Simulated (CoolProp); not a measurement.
Sulfur dioxide at 315.27 K and 0.341 MPa is throttled through a valve to 0.116 MPa with no heat exchange. Each further row changes one setting.

The numbers come from the reference Helmholtz-energy equation of state, Gao 2016 in CoolProp.

```csv
case,temperature change (K),final density (kg/m³)
as stated,-7.4,[?]
outlet pressure 0.0348 MPa,-10.3,[?]
outlet pressure 0.151 MPa,[?],3.85
```

Q: Some entries are withheld; supply them.

A: 
- as stated, final density (kg/m³): 2.95
- outlet pressure 0.0348 MPa, final density (kg/m³): 0.884
- outlet pressure 0.151 MPa, temperature change (K): -6.2
